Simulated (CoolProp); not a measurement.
Vapour-liquid equilibrium of R125 (1) + cyclopropane (2) at 19.35 °C; x and y are mole fractions of (1).

Values from CoolProp's multi-fluid Helmholtz-energy mixture model, Lemmon 2005 and Polt 1992; pair parameters Bell 2016. This equation is an older, rougher fit; its heat capacities, sound speeds and derivatives of the liquid may be far off and weren't checked against measurements.

```
x     bubble pressure (kPa)  y at the bubble point  dew pressure at overall composition x (kPa)  liquid density (mol/L)
----  ---------------------  ---------------------  -------------------------------------------  ----------------------
0.05                  747.9                  0.189                                        650.1                   14.56
0.15                  925.4                  0.378                                        718.1                   13.88
0.25                   1035                  0.475                                        799.1                   13.24
0.35                   1106                  0.539                                        895.2                   12.66
0.45                   1156                  0.591                                         1006                   12.12
0.55                   1193                  0.640                                         1118                   11.65
0.65                   1219                  0.695                                         1199                   11.23
0.75                   1232                  0.759                                         1231                   10.87
0.85                   1229                  0.839                                         1227                   10.56
0.95                   1205                  0.939                                         1202                   10.30
```

y crosses x between x = 0.75 and 0.85: the model has an azeotrope there.

The pair parameters rest on a limited set of measurements; away from them the model extrapolates.
